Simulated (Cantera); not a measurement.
Feed: 1 mol toluene, 0.13 mol CO₂, 14 mol N₂, 0.061 mol NH₃, at 36.0 mbar.

Cantera equilibrium calculation (NASA polynomials, part measured and part estimated; ideal gas, pure solids and liquids). Candidate condensed phases: C, C₆H₆, C₇H₈, C₈H₁₈, H₂O; 169 gas species. Ions and electrons are included (thermal ionisation). Rates play no part. All values below are at 3000 K.

Base state: N₂ 0.638, H 0.208, H₂ 0.0624, HCN 0.0399, CN 0.0137, CO 0.0124, C₃ 0.00867, HNC 0.00753 (mole fractions); condensed: C(graphite).

What changes in the equilibrium state with this change: toluene replaced by n-butane?


```tsv
species	before	after
N₂	0.638	0.593
H	0.208	0.233
H₂	0.0624	0.0785
HCN	0.0399	0.0431
CO	0.0124	0.0116
CN	0.0137	0.0132
C₄H₂	0.000101	0.000127
C₂H₂ (vinylidene)	1.22e-5	1.54e-5
C₂H₂ (acetylene)	0.00388	0.00488
C₂H	0.00222	0.00249
C(graphite), mol	4.66	1.38
```
